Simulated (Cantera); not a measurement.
# H2O + H2 + O2 (abatement and gas-phase synthesis)

Charge: 1 mol H2O, 8.6 mol H2, 0.035 mol O2, equilibrated at 2425 °C and 7.50 Torr.

Method: chemical equilibrium by Gibbs-energy minimisation in Cantera with the NASA 1993 tables (ideal gas, pure condensed phases). Candidate condensed phases: H2O; 9 gas species. The numbers say what is thermodynamically allowed, not how fast it happens.

```yaml
x(H2): 0.510
x(H): 0.403
x(H2O): 0.0666
x(OH): 0.0134
x(O): 0.00676
x(O2): 0.000357
gas_amount: 12.23 mol
```
